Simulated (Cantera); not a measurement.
A closed system holds: 1 mol SiF4, 0.0053 mol C2H4, 49 mol H2, equilibrated at 1273 K and 100000 Pa.

These are equilibrium values from Cantera (NASA tables, ideal gas, pure condensed phases), not measurements of a reactor. Candidate condensed phases: C, C6H6, C7H8, C8H18, Si, SiC; 113 gas species. The tables' values for SiF3 are old estimates; treat these amounts as uncertain. Rates play no part.

Base state: H2 0.979, SiF4 0.0188, HF 0.00125, SiHF3 0.00105, CH4 0.000212, SiF3 0.000134, SiH2F2 2.84e-5 (mole fractions); condensed: gas only.

### Question
What changes in the equilibrium state with this change: pressure from 100000 Pa to 1330 Pa?

### Answer
```csv
species,before,after
H2,0.979,0.978
SiF4,0.0188,0.0185
HF,0.00125,0.00208
SiF3,0.000134,0.000686
SiF2,8.74e-7,2.32e-5
CH4,0.000212,3.49e-5
"SiC(s), mol",0,0.00885
```
The tables' values for SiF3, SiF2 are old estimates; treat these amounts as uncertain.
